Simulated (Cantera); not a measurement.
Feed: 1 mol n-butane, 0.18 mol O2, 23 mol H2, equilibrated at 1425 K and 0.133 bar.

Cantera equilibrium calculation (NASA polynomials, part measured and part estimated; ideal gas, pure solids and liquids). Kinetics and transport are ignored.

```json
[
 {"species": "H2", "before": "0.987", "after": "0.945"},
 {"species": "CO", "before": "0.0127", "after": "0.0541"},
 {"species": "CH4", "before": "0.000489", "after": "0.000449"},
 {"species": "H2O", "before": "5.07e-6", "after": "2.07e-5"},
 {"species": "H", "before": "1.86e-5", "after": "1.82e-5"},
 {"species": "C(graphite), mol", "before": "3.63", "after": "2.39"}
]
```
Gas species are given as mole fractions.

**Question.** Name the change that produced these shifts.
A. temperature from 1425 K to 925 K
B. temperature from 1425 K to 973.15 K
C. O2 from 0.18 to 0.8 mol
D. temperature from 1425 K to 773.15 K

**Answer.** C, O2 from 0.18 to 0.8 mol
